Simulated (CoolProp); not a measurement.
Vapour-liquid equilibrium of methanol (1) + ethanol (2) at 1790 kPa; x and y are mole fractions of (1).

Model: multi-fluid Helmholtz-energy mixture model, de Reuck 1993 and Schroeder 2014; pair parameters Bell 2016, in CoolProp.

### Question
Give the bubble temperature and the first vapour's composition at x = 0.2, 0.35, 0.65. Is there an azeotrope?

### Answer
x = 0.2: 445.4 K, y = 0.239; x = 0.35: 443.2 K, y = 0.403; x = 0.65: 439.1 K, y = 0.702. No azeotrope shows between x = 0.05 and 0.95.

The pair parameters rest on a limited set of measurements; away from them the model extrapolates.
